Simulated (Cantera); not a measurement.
A closed system holds: 1 mol Fe2O3, 0.24 mol Cl2, 0.44 mol N2, held at 1550 K and 0.0200 bar.

Cantera equilibrium calculation (NASA polynomials, part measured and part estimated; ideal gas, pure solids and liquids). Kinetics and transport are ignored.

| species | before | after |
|---|---|---|
| N2 | 0.437 | 0.830 |
| O2 | 0.300 | 0.0890 |
| FeCl2 | 0.195 | 0.0595 |
| Cl | 0.0517 | 0.0190 |
| Fe2Cl4 | 2.10e-5 | 1.94e-6 |
| FeCl3 | 0.00634 | 0.000710 |
| Cl2 | 0.00816 | 0.00111 |
| ClO | 9.25e-5 | 1.86e-5 |
| O | 3.03e-5 | 1.65e-5 |
| NO | 0.00138 | 0.00104 |
| Fe3O4(s), mol | 0.599 | 0.599 |
Gas species are given as mole fractions.

Problem. What was changed between the two runs?
(A) pressure from 0.0200 bar to 0.0800 bar
(B) temperature from 1550 K to 998.15 K
(C) N2 from 0.44 to 2.8 mol
(D) temperature from 1550 K to 1300 K

Solution. C, N2 from 0.44 to 2.8 mol
